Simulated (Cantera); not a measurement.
A closed system holds: 1 mol SiHCl3, 1.7 mol CH4, 5 mol H2, at 1827 °C and 0.860 bar.

These are equilibrium values from Cantera (NASA tables, ideal gas, pure condensed phases), not measurements of a reactor. Candidate condensed phases: C, C6H6, C7H8, C8H18, Si, SiC; 109 gas species. The tables' values for SiCl3, SiCl are old estimates; treat these amounts as uncertain. Gases not in the tables: Si2H6 and higher silanes. The numbers say what is thermodynamically allowed, not how fast it happens.

Task: What is the equilibrium state?

Result: 
```json
{
  "x(H2)": "0.724",
  "x(HCl)": "0.255",
  "x(SiCl2)": "0.0150",
  "x(H)": "0.00286",
  "x(C2H2 (acetylene))": "0.00105",
  "x(Cl)": "0.000741",
  "x(SiCl3)": "0.000684",
  "x(CH4)": "0.000149",
  "x(SiCl)": "6.31e-5",
  "n(C(graphite))": "0.841 mol",
  "n(SiC(s))": "0.835 mol",
  "gas_amount": "10.41 mol",
  "log10 activity of Si(l) (absent)": "-1.11"
}
```
